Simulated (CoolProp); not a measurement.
A Linde-Hampson liquefier for methane: isothermal reversible compression at 200 K from 1 atm to 20 MPa, throttling to 1 atm, return gas leaving the recuperator 10 K below the feed. Each further row changes one setting.

Model: reference Helmholtz-energy equation of state, Setzmann 1991, in CoolProp.

```
case                        liquid yield per pass  compression work (kJ/kg of gas)
--------------------------  ---------------------  -------------------------------
as stated                                   0.498                              427
high pressure 40 MPa                        0.481                              487
warm-end temperature 230 K                  0.380                              541
warm-end gap 15 K                           0.490                              427
```
